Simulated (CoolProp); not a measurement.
A simple Rankine cycle with R152A: condensing at 298.15 K, boiler at 2.78 MPa, turbine inlet 363.5 K, turbine efficiency 0.6, pump efficiency 0.8, no recuperator. Each further row changes one setting.

Model: reference Helmholtz-energy equation of state, Outcalt 1996, in CoolProp. It is a modified Benedict-Webb-Rubin equation, recast in Helmholtz form.

| case | thermal efficiency (%) | net work (kJ/kg) | heat in (kJ/kg) | turbine exit temperature (K) | volume ratio over the turbine |
|---|---|---|---|---|---|
| as stated | ? | 24.4 | 301 | 298.1 | 5.30 |
| turbine inlet 383.5 K | 8.5 | ? | ? | 324.0 | 4.95 |
| condensing temperature 290.15 K | 9.1 | ? | ? | 290.1 | 6.75 |
| boiler pressure 1.95 MPa | 6.9 | 22.8 | 329 | ? | 3.37 |
| turbine efficiency 0.5 | 6.6 | ? | 301 | 299.4 | 5.39 |

Question: Some entries are withheld; supply them.

Answer: 
- as stated, thermal efficiency (%): 8.1
- turbine inlet 383.5 K, net work (kJ/kg): 29.0
- turbine inlet 383.5 K, heat in (kJ/kg): 340
- condensing temperature 290.15 K, net work (kJ/kg): 28.6
- condensing temperature 290.15 K, heat in (kJ/kg): 315
- boiler pressure 1.95 MPa, turbine exit temperature (K): 319.9
- turbine efficiency 0.5, net work (kJ/kg): 19.8

The expansion ends wet for: as stated; condensing temperature 290.15 K.
